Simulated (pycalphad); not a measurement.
# Effect of Si content in Al-Si

CALPHAD calculation (pycalphad, COST 507 light-alloy database (1999)), 1 atm. The database dates from 1999; later assessments differ in places, in temperatures and in the compounds included. Phase fractions are per mole of atoms.

```json
[
 {"alloy": "Al-15.7Si (at.%)", "liquidus (°C)": "635", "first solid": "diamond (Si)", "solidus (°C)": "577", "phases at 377 °C": "fcc 0.84, diamond (Si) 0.16"},
 {"alloy": "Al-31.4Si (at.%)", "liquidus (°C)": "849", "first solid": "diamond (Si)", "solidus (°C)": "577", "phases at 377 °C": "fcc 0.69, diamond (Si) 0.31"},
 {"alloy": "Al-94.2Si (at.%)", "liquidus (°C)": "1386", "first solid": "diamond (Si)", "solidus (°C)": "577", "phases at 377 °C": "diamond (Si) 0.94, fcc 0.06"}
]
```
